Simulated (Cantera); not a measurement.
**Equilibrium for fluorocarbon and chlorocarbon gases: CH₃F + H₂**

Feed: 1 mol CH₃F, a varied amount of H₂, at 2675 °C and 0.00133 bar.

These are equilibrium values from Cantera (NASA tables, ideal gas, pure condensed phases), not measurements of a reactor. Candidate condensed phases: C, C₆H₆, C₇H₈, C₈H₁₈; 95 gas species. Equilibrium is a limit: real reactors are often held back by kinetics, nucleation or transport.

```json
[
 {"n(H₂) (mol)": "0.067", "x H": "0.582", "x HF": "0.247", "x C₃": "0.0762", "x H₂": "0.0251", "x F": "0.0323", "x C": "0.0191"},
 {"n(H₂) (mol)": "0.11", "x H": "0.590", "x HF": "0.242", "x C₃": "0.0743", "x H₂": "0.0258", "x F": "0.0312", "x C": "0.0189"},
 {"n(H₂) (mol)": "0.2", "x H": "0.606", "x HF": "0.232", "x C₃": "0.0707", "x H₂": "0.0271", "x F": "0.0292", "x C": "0.0186"},
 {"n(H₂) (mol)": "0.33", "x H": "0.625", "x HF": "0.219", "x C₃": "0.0661", "x H₂": "0.0289", "x F": "0.0267", "x C": "0.0182"},
 {"n(H₂) (mol)": "0.57", "x H": "0.656", "x HF": "0.198", "x C₃": "0.0588", "x H₂": "0.0318", "x F": "0.0230", "x C": "0.0175"},
 {"n(H₂) (mol)": "0.98", "x H": "0.697", "x HF": "0.170", "x C₃": "0.0493", "x H₂": "0.0359", "x F": "0.0186", "x C": "0.0165"},
 {"n(H₂) (mol)": "1.7", "x H": "0.745", "x HF": "0.136", "x C₃": "0.0381", "x H₂": "0.0410", "x F": "0.0139", "x C": "0.0152"},
 {"n(H₂) (mol)": "2.9", "x H": "0.792", "x HF": "0.102", "x C₃": "0.0273", "x H₂": "0.0464", "x F": "0.00982", "x C": "0.0136"},
 {"n(H₂) (mol)": "4.9", "x H": "0.833", "x HF": "0.0721", "x C₃": "0.0180", "x H₂": "0.0514", "x F": "0.00658", "x C": "0.0118"},
 {"n(H₂) (mol)": "8.4", "x H": "0.867", "x HF": "0.0476", "x C₃": "0.0109", "x H₂": "0.0556", "x F": "0.00417", "x C": "0.00998"}
]
```
x: gas mole fraction; nothing condenses.

From 0.067 mol H₂ to 8.4 mol H₂ nothing is condensed. The main C-bearing gas is C₃ throughout.
